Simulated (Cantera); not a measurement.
Cantera run, input and output.

```python
import numpy as np
import cantera as ct

gas = ct.Solution("gri30.yaml")
gas.TPX = 1275, 2100, {'N2O': 1, 'N2': 0.63}
reactor = ct.IdealGasConstPressureReactor(gas, energy="off", clone=False)
net = ct.ReactorNet([reactor])
net.rtol, net.atol = 1e-08, 1e-18
show = ['N2O', 'N2', 'O', 'NO', 'O2', 'NO2']
times = np.geomspace(0.0003, 6, 13)

steps = ct.SolutionArray(gas, extra=["t"])
rows = []
print(f"{'t/s':>10s}{'T/K':>9s}{'P/Pa':>11s}" + "".join(f"{s:>11s}" for s in show))
for t in times:
    while net.time < t:
        t_next = net.step()
        steps.append(gas.state, t=t_next)
    rows.append([np.interp(t, steps.t, y) for y in (steps.T, steps.P, *steps(*show).X.T)])
    print(f"{t:10.3e}{rows[-1][0]:9.1f}{rows[-1][1]:11.4g}" + "".join(f"{x:11.3e}" for x in rows[-1][2:]))
rate = np.gradient(steps.T, steps.t)
print("integrator steps:", len(steps.t))
if steps.T.max() > steps.T[0] + 200:
    print(f"time of steepest temperature rise: {steps.t[rate.argmax()]:.4e} s")
gas.TPX = 1275, 2100, {'N2O': 1, 'N2': 0.63}
gas.equilibrate("TP")
print(f"equilibrium (TP): T = {gas.T:.1f} K  " + "  ".join(f"{s} {gas[s].X[0]:.3e}" for s in show))
```

It prints:

```
       t/s      T/K       P/Pa        N2O         N2          O         NO         O2        NO2
 3.000e-04   1275.0       2100  6.135e-01  3.865e-01  3.082e-06  3.991e-07  1.256e-06  1.832e-14
 6.848e-04   1275.0       2100  6.135e-01  3.865e-01  4.644e-06  1.567e-06  4.930e-06  2.815e-13
 1.563e-03   1275.0       2100  6.134e-01  3.865e-01  5.395e-06  5.003e-06  1.574e-05  2.865e-12
 3.568e-03   1275.0       2100  6.134e-01  3.866e-01  5.467e-06  1.330e-05  4.184e-05  2.017e-11
 8.143e-03   1275.0       2100  6.132e-01  3.867e-01  5.467e-06  3.227e-05  1.015e-04  1.180e-10
 1.859e-02   1275.0       2100  6.128e-01  3.869e-01  5.467e-06  7.554e-05  2.377e-04  6.371e-10
 4.243e-02   1275.0       2100  6.118e-01  3.874e-01  5.467e-06  1.742e-04  5.481e-04  3.270e-09
 9.684e-02   1275.0       2100  6.097e-01  3.887e-01  5.467e-06  3.986e-04  1.254e-03  1.587e-08
 2.210e-01   1275.0       2100  6.048e-01  3.914e-01  5.467e-06  9.072e-04  2.855e-03  6.987e-08
 5.045e-01   1275.0       2100  5.940e-01  3.975e-01  5.466e-06  2.049e-03  6.450e-03  2.607e-07
 1.152e+00   1275.0       2100  5.700e-01  4.111e-01  5.464e-06  4.563e-03  1.436e-02  7.835e-07
 2.629e+00   1275.0       2100  5.196e-01  4.396e-01  5.460e-06  9.849e-03  3.101e-02  1.987e-06
 6.000e+00   1275.0       2100  4.233e-01  4.940e-01  5.448e-06  1.994e-02  6.281e-02  4.558e-06
integrator steps: 570
equilibrium (TP): T = 1275.0 K  N2O 3.366e-09  N2 7.651e-01  O 3.756e-07  NO 3.511e-04  O2 2.346e-01  NO2 6.452e-07
```

Computed with Cantera and GRI-Mech 3.0 (53 species, 325 reactions). GRI-Mech 3.0 was tuned for natural gas; its chemistry of N2O as a main component is partial and can be far from experiment. Radical loss at walls, strong at low pressure, is not modelled. The mechanism lacks the step 2 NO + O2 → 2 NO2, which can matter for NO2 below about 1400 K. The temperature is held fixed by assumption; the heat of reaction is taken as removed at once.
